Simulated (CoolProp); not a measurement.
R124 at several states: Z from the reference equation and from simpler models built on Tc = 395.4 K, pc = 3.624 MPa, ω = 0.288; each cubic takes its own stable root.

The numbers come from the reference Helmholtz-energy equation of state, de Vries 1995 in CoolProp.

```json
[
 {"T (K)": "280.9", "p (MPa)": "0.499", "phase": "liquid", "reference": "0.02063"},
 {"T (K)": "300.5", "p (MPa)": "2.89", "phase": "liquid", "reference": "0.1160"},
 {"T (K)": "359.4", "p (MPa)": "0.0674", "phase": "gas", "reference": "0.9910"}
]
```

Q: How far does each simpler model (van der Waals, Redlich-Kwong, Soave-Redlich-Kwong, Peng-Robinson) lie from the reference over these 3 states: mean and median of the absolute difference, and the worst?

A: 
- van der Waals: mean 1441.4 %, median 62.8 %, worst +4261.1 % at 280.9 K and 0.499 MPa
- Redlich-Kwong: mean 9.8 %, median 14.7 %, worst +14.7 % at 280.9 K and 0.499 MPa
- Soave-Redlich-Kwong: mean 6.4 %, median 9.5 %, worst +9.6 % at 300.5 K and 2.89 MPa
- Peng-Robinson: mean 2.2 %, median 3.2 %, worst -3.3 % at 280.9 K and 0.499 MPa

At some of these states van der Waals gives the other phase, because its saturation line lies elsewhere.
